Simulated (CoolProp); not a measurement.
A simple Rankine cycle with R236EA: condensing at 299.15 K, boiler at 1.48 MPa, turbine inlet 411 K, turbine efficiency 0.75, pump efficiency 0.6, no recuperator. Each further row changes one setting.

Computed with CoolProp (reference Helmholtz-energy equation of state, Rui 2013).

```csv
case,thermal efficiency (%),net work (kJ/kg),heat in (kJ/kg),turbine exit temperature (K),volume ratio over the turbine
as stated,10.6,26.4,248,370.3,7.29
condensing temperature 291.15 K,11.8,___,258,___,___
boiler pressure 1.04 MPa,9.0,22.7,253,379.5,4.94
turbine efficiency 0.65,9.1,22.7,248,___,7.38
```

### Question
Complete the blanks.

### Answer

- condensing temperature 291.15 K, net work (kJ/kg): 30.4
- condensing temperature 291.15 K, turbine exit temperature (K): 365.5
- condensing temperature 291.15 K, volume ratio over the turbine: 9.65
- turbine efficiency 0.65, turbine exit temperature (K): 374.1
